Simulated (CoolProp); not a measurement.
Dry air along the isobar 4.75 MPa: density (kg/m³) from the reference equation and from simpler models built on Tc = 132.5 K, pc = 3.786 MPa, ω = 0.034; each cubic takes its own stable root.

Computed with CoolProp (reference Helmholtz-energy equation of state, Lemmon 2000). It is a pseudo-pure fit of the blend.

| T (K) | phase | reference | Redlich-Kwong | Peng-Robinson |
|---|---|---|---|---|
| 117.2 | liquid | 683.7 | 669.0 | 754.2 |
| 139.6 | supercritical | 281.5 | 270.7 | 284.8 |
| 162 | supercritical | 136.5 | 136.8 | 141.2 |
| 184.4 | supercritical | 105.3 | 105.8 | 108.1 |
| 206.9 | supercritical | 88.06 | 88.63 | 89.92 |
| 229.3 | supercritical | 76.61 | 77.14 | 77.92 |
| 251.7 | supercritical | 68.20 | 68.68 | 69.16 |
| 274.1 | supercritical | 61.66 | 62.11 | 62.40 |
